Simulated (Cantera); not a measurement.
Input (Python, Cantera):

```python
import numpy as np
import cantera as ct

gas = ct.Solution("gri30.yaml")
gas.TPX = 725, 1700000, {'CH4': 1, 'C2H6': 0.21, 'C3H8': 0.053, 'O2': 3.37, 'N2': 12.7, 'H2O': 0.6}
inlet = ct.Reservoir(gas, clone=True)
gas.equilibrate("HP")  # start burning
reactor = ct.IdealGasConstPressureReactor(gas, energy="on", clone=False)
exhaust = ct.Reservoir(gas, clone=True)
tau = [0.081, 0.044, 0.024, 0.013, 0.0068, 0.0037, 0.002, 0.0011, 0.00058, 0.00031, 0.00017, 9.1e-05][0]
for a, b in ((inlet, reactor), (reactor, exhaust)):
    ct.MassFlowController(a, b, mdot=lambda t: reactor.mass / tau)
net = ct.ReactorNet([reactor])
show = ['CH4', 'C2H6', 'C3H8', 'HCN', 'OH']

rows = []
print(f"{'tau/s':>10s}{'T/K':>9s}" + "".join(f"{s:>11s}" for s in show))
for tau in [0.081, 0.044, 0.024, 0.013, 0.0068, 0.0037, 0.002, 0.0011, 0.00058, 0.00031, 0.00017, 9.1e-05]:
    net.initial_time = 0.0
    net.advance(30 * tau)
    before = gas.X
    net.advance(40 * tau)
    drift = np.max(np.abs(gas.X - before) / (gas.X + 1e-9))
    rows.append([gas.T, *gas[show].X, drift])
    print(f"{tau:10.3e}{gas.T:9.1f}" + "".join(f"{x:11.3e}" for x in gas[show].X))
```

Output:

```
     tau/s      T/K        CH4       C2H6       C3H8        HCN         OH
 8.100e-02   2380.0  2.007e-07  4.704e-09  1.476e-09  6.754e-08  3.617e-03
 4.400e-02   2380.6  3.664e-07  8.614e-09  2.704e-09  1.127e-07  3.639e-03
 2.400e-02   2381.4  6.635e-07  1.567e-08  4.922e-09  1.776e-07  3.671e-03
 1.300e-02   2382.3  1.205e-06  2.867e-08  9.002e-09  2.632e-07  3.715e-03
 6.800e-03   2382.7  2.252e-06  5.421e-08  1.701e-08  3.696e-07  3.774e-03
 3.700e-03   2382.3  4.030e-06  9.864e-08  3.086e-08  4.789e-07  3.842e-03
 2.000e-03   2380.3  7.193e-06  1.807e-07  5.618e-08  5.994e-07  3.933e-03
 1.100e-03   2376.0  1.245e-05  3.251e-07  1.000e-07  7.364e-07  4.058e-03
 5.800e-04   2367.8  2.191e-05  6.080e-07  1.835e-07  9.228e-07  4.256e-03
 3.100e-04   2354.9  3.713e-05  1.116e-06  3.278e-07  1.164e-06  4.529e-03
 1.700e-04   2336.7  6.042e-05  1.990e-06  5.633e-07  1.462e-06  4.863e-03
 9.100e-05   2310.6  9.969e-05  3.619e-06  9.780e-07  1.859e-06  5.247e-03
```

Model: GRI-Mech 3.0 (53 species, 325 reactions), integrated in Cantera. The pressure lies above the range GRI-Mech 3.0 was tuned for (to about 10 atm).
